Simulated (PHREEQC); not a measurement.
KOH is added in steps, without added water, to 1 kg of water holding 0.089 mol/kgw CuSO4, 0.00022 mol/kgw CuCl2 and 0.00077 mol/kgw NaF, at 21 °C. Oxygen is held at 0.21 atm. The system is closed to CO2. Only these solids could form: Cu(OH)2, Brochantite, Antlerite, Atacamite, Halite, Mirabilite, Chalcanthite, CuF2:2H2O.

Base run: PHREEQC, ion-association model, wateq4f.dat. Each further column changes one thing. The table gives CuSO4 (mol/kgw).

```csv
KOH added (mol),base,diluted 5-fold with water,NaF left out,no solid may form
0,0.0420,0.00616,0.0421,0.0421
0.01583,0.0367,0.00215,0.0369,0.0356
0.03167,0.0314,1.81e-9,0.0315,0.0287
0.0475,0.0260,0,0.0261,0.0214
0.06333,0.0205,0,0.0205,0.0140
0.07917,0.0148,0,0.0149,0.00708
0.095,0.00900,0,0.00904,0.00252
0.1108,0.00308,0,0.00310,0.000992
0.1267,0.000296,0,0.000296,0.000479
0.1425,1.75e-9,0,1.75e-9,0.000241
0.1583,1.74e-9,0,1.74e-9,0.000106
0.1742,1.74e-9,0,1.74e-9,1.85e-5
0.19,0,0,0,5.32e-11
```

The database's constant for dissolved Cu(OH)2 is higher than later reviews accept. In at least one series the solution becomes supersaturated in solids that the run did not let form, among them Cu(OH)2, Brochantite, Antlerite, Atacamite. Solids allowed in the column 'NaF left out': Cu(OH)2, Brochantite, Antlerite, Atacamite, Chalcanthite.
